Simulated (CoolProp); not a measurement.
Vapour-liquid equilibrium of toluene (1) + m-xylene (2) at 0.0135 MPa; x and y are mole fractions of (1).

Model: multi-fluid Helmholtz-energy mixture model, Lemmon 2006 and Zhou 2012; pair parameters Bell 2016, in CoolProp.

| x | bubble temperature (K) | y at the bubble point | dew temperature at overall composition x (K) | liquid density (mol/L) |
|---|---|---|---|---|
| 0.05 | 348.1 | 0.127 | 349.4 | 7.736 |
| 0.15 | 344.2 | 0.335 | 347.7 | 7.873 |
| 0.25 | 340.6 | 0.492 | 345.8 | 8.010 |
| 0.35 | 337.6 | 0.612 | 343.8 | 8.147 |
| 0.45 | 335.0 | 0.705 | 341.6 | 8.284 |
| 0.55 | 332.7 | 0.778 | 339.2 | 8.421 |
| 0.65 | 330.8 | 0.838 | 336.6 | 8.561 |
| 0.75 | 329.0 | 0.889 | 333.6 | 8.704 |
| 0.85 | 327.5 | 0.935 | 330.4 | 8.850 |
| 0.95 | 326.1 | 0.978 | 327.0 | 9.002 |

No azeotrope shows between x = 0.05 and 0.95.

The pair parameters rest on a limited set of measurements; away from them the model extrapolates.
